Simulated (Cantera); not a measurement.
A perfectly stirred reactor is fed with NO : N2 = 1 : 4.5 (molar parts), at 0.580 bar; it is held at 2200 K, and followed from long to short residence time.

Cantera simulation using GRI-Mech 3.0 (53 species, 325 reactions); the numbers are that mechanism's predictions, not measurements.

Problem. What does this change do: pressure from 0.580 bar to 10.00 Torr?

Solution. 
```tsv
quantity	before	after
x(NO) at τ = 1.30 s	0.0367	0.128
x(N2) at τ = 1.30 s	0.890	0.844
x(O) at τ = 1.30 s	0.000964	0.00332
x(N2O) at τ = 1.30 s	9.50e-7	5.46e-6
x(O2) at τ = 1.30 s	0.0720	0.0252
x(NO) at τ = 6.10 ms	0.180	0.182
x(N2) at τ = 6.10 ms	0.819	0.818
x(O) at τ = 6.10 ms	0.000235	1.63e-5
x(N2O) at τ = 6.10 ms	1.63e-5	7.00e-6
x(O2) at τ = 6.10 ms	0.000893	8.83e-7
```
Radical loss at walls, strong at low pressure, is not modelled.
